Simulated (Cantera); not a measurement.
A Cantera script and what it prints.

```python
import numpy as np
import cantera as ct

gas_names = """
    H HO2 H2 H2O H2O2 O OH O2 O3 Si SiH SiH2 SiH3 SiH4 SiO SiO2 Si2 Si3
""".split()
cond_names = """
    H2O(s) H2O(L) Si(cr) Si(L) SiO2(Lqz) SiO2(hqz) SiO2(L)
""".split()


# ... load() reads the species with a 1 bar reference pressure and builds the phases ...
atoms = {
    'Si': {'Si': 1},
    'H2O': {'H': 2, 'O': 1},
}
top_T = {}  # K; cautious upper limits of use, not melting points


# ... equilibrate(T, P, feed) seeds the gas with the atoms and calls Mixture.equilibrate('TP', solver="vcs", rtol=1e-11, max_steps=5000) ...
results = []
feed = {'Si': 1, 'H2O': 0.048}  # mol
T = 1273  # K
P = 20000  # Pa
mix = equilibrate(T, P, feed)
results.append((T, P, feed, dict(zip(mix.species_names, mix.species_moles))))
x = sorted(zip(gas.X, gas.species_names), reverse=True)
print(f"T = {T:g} K  P = {P:g} Pa  gas = {mix.phase_moles(0):.4g} mol")
print("   x: " + "  ".join(f"{s} {v:.3e}" for v, s in x if v > 0.0001))
print("   condensed (mol): " + ("  ".join(f"{mix.phase(i).name} {mix.phase_moles(i):.4g}"
      for i in range(1, mix.n_phases) if mix.phase_moles(i) > 1e-12) or "none"))
```

It prints:

```
T = 1273 K  P = 20000 Pa  gas = 0.048 mol
   x: H2 1.000e+00
   condensed (mol): Si(cr) 0.976  SiO2(hqz) 0.024
```

Method: chemical equilibrium by Gibbs-energy minimisation in Cantera with the NASA 1993 tables (ideal gas, pure condensed phases). Mutual solubility and eutectic melting of coexisting phases are not modelled. The tables hold silica as quartz up to 1696 K and as liquid above; real silica turns to tridymite and cristobalite and melts near 1996 K.
